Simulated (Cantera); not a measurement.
Input: 1 mol FeS, 440 mol H₂, 1.8 mol N₂, held at 1075 °C and 0.100 bar.

Cantera equilibrium calculation (NASA polynomials, part measured and part estimated; ideal gas, pure solids and liquids). Candidate condensed phases: Fe, FeS, FeS₂, S; 16 gas species. Kinetics and transport are ignored.

Base state: H₂ 0.994, N₂ 0.00407, H₂S 0.00225 (mole fractions); condensed: Fe(γ).

Q: What changes in the equilibrium state with this change: temperature from 1075 °C to 1752 °C?

A: 
```tsv
species	before	after
H₂	0.994	0.985
H	7.29e-6	0.00604
N₂	0.00407	0.00405
Fe	4.08e-8	0.00225
S	1.58e-8	9.67e-5
S₂	7.58e-7	6.69e-5
SH	7.18e-6	0.000613
Fe(γ), mol	1.000	0
```
